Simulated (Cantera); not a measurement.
## Adiabatic ignition

An adiabatic, constant-pressure homogeneous reactor starts with CO : H₂ : CH₄ : O₂ : N₂ = 1 : 0.047 : 0.032 : 0.744 : 7.9 (molar parts), at 1798 K and 0.250 bar.

Computed with Cantera and GRI-Mech 3.0 (53 species, 325 reactions).

```
t (s)     T (K)    x CO      x H₂     x CH₄     x CH₂    x H₂O       x H
--------  -----  ------  --------  --------  --------  -------  --------
6.00e-6    1798   0.103   0.00483   0.00329    <1e-12  3.09e-8   2.11e-7
1.40e-5    1798   0.103   0.00483   0.00329  1.23e-11  2.98e-7   5.24e-7
3.27e-5    1798   0.103   0.00483   0.00329  2.60e-10  2.84e-6   1.88e-6
7.63e-5    1798   0.103   0.00480   0.00324   2.13e-8  4.12e-5   1.56e-5
0.000178   1829   0.101   0.00351  0.000653   3.61e-6  0.00440   0.00178
0.000416   1880  0.0692  0.000960    <1e-12    <1e-12  0.00399   0.00993
0.000971   1927  0.0605   0.00102    <1e-12    <1e-12  0.00337    0.0109
0.00227    2003  0.0573   0.00107    <1e-12    <1e-12  0.00429   0.00875
0.00529    2117  0.0517   0.00105    <1e-12    <1e-12  0.00572   0.00579
0.0124     2248  0.0431  0.000879    <1e-12    <1e-12  0.00734   0.00310
0.0288     2365  0.0332  0.000650    <1e-12    <1e-12  0.00870   0.00147
0.0673     2423  0.0273  0.000517    <1e-12    <1e-12  0.00939  0.000881
0.157      2427  0.0266  0.000503    <1e-12    <1e-12  0.00949  0.000817
0.367      2427  0.0265  0.000503    <1e-12    <1e-12  0.00950  0.000815
0.857      2427  0.0265  0.000503    <1e-12    <1e-12  0.00950  0.000815
2.00       2427  0.0265  0.000503    <1e-12    <1e-12  0.00950  0.000815
```
x: mole fraction; the columns are a selection and need not sum to one.

| Property | Result |
|---|---|
| time of steepest temperature rise | 0.172 ms |
| temperature at 2.00 s | 2427 K |
| equilibrium temperature | 2427 K |
| x(CO) at 2.00 s | 0.0265 (gas-phase equilibrium 0.0265) |
| x(H₂) at 2.00 s | 0.000503 (gas-phase equilibrium 0.000503) |
| x(CH₄) at 2.00 s | <1e-12 (gas-phase equilibrium <1e-12) |
